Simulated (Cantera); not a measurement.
Mixture: CH4 : O2 : N2 = 1 : 1.82 : 6.84 (molar parts), equivalence ratio 1.1, at 1.18 atm, adiabatic and at constant volume. Ignition delay is the time to a rise of 400 K.

Model: GRI-Mech 3.0 (53 species, 325 reactions), integrated in Cantera.

Task: What does this change do: constant pressure in place of constant volume?

Result: 
```tsv
quantity	before	after
delay at 1048 K	0.411 s	0.426 s
delay at 1198 K	40.4 ms	42.5 ms
delay at 1348 K	5.53 ms	5.86 ms
delay at 1498 K	1.02 ms	1.08 ms
delay at 1648 K	0.262 ms	0.278 ms
apparent activation energy between 1498 and 1648 K	190 kJ/mol	190 kJ/mol
```

Task: What does this change do: 0.2 parts H2 added?

Result: 
```csv
quantity,before,after
delay at 1048 K,0.411 s,32.5 ms
delay at 1198 K,40.4 ms,7.19 ms
delay at 1348 K,5.53 ms,1.64 ms
delay at 1498 K,1.02 ms,0.445 ms
delay at 1648 K,0.262 ms,0.153 ms
apparent activation energy between 1498 and 1648 K,190 kJ/mol,150 kJ/mol
```
